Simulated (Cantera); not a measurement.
Charge: 1 mol Si2Cl6, 63 mol N2, 0.3 mol NH3, held at 10.0 mbar.

These are equilibrium values from Cantera (NASA tables, ideal gas, pure condensed phases), not measurements of a reactor. Candidate condensed phases: NH4Cl, Si, Si3N4; 28 gas species. The feed counts by its element totals alone. The tables' values for SiCl3, SiCl are old estimates; treat these amounts as uncertain. Kinetics and transport are ignored.

x: gas mole fraction; n: condensed amount in mol.

```tsv
T (°C)	x N2	x SiCl2	x SiCl4	x Cl	x HCl	n Si3N4(s)
552	0.967	9.67e-10	0.0199	4.81e-11	0.0129	0.237
752	0.967	3.01e-6	0.0198	3.04e-8	0.0133	0.238
952	0.966	0.000631	0.0185	2.34e-6	0.0134	0.226
1152	0.957	___	___	___	0.0130	___
1352	0.955	___	___	___	0.0135	0
1552	0.946	0.0253	0.000862	0.0110	0.0134	0
1752	0.941	0.0288	1.86e-5	0.0164	0.0129	0
```

Question: Complete the blanks.

Answer: 
- 1352, x SiCl2: 0.0195
- 1352, x SiCl4: 0.00452
- 1352, x Cl: 0.00147
- 1152, x SiCl2: 0.0175
- 1152, x SiCl4: 0.00665
- 1152, x Cl: 4.19e-5
- 1152, n Si3N4(s): 0.0163
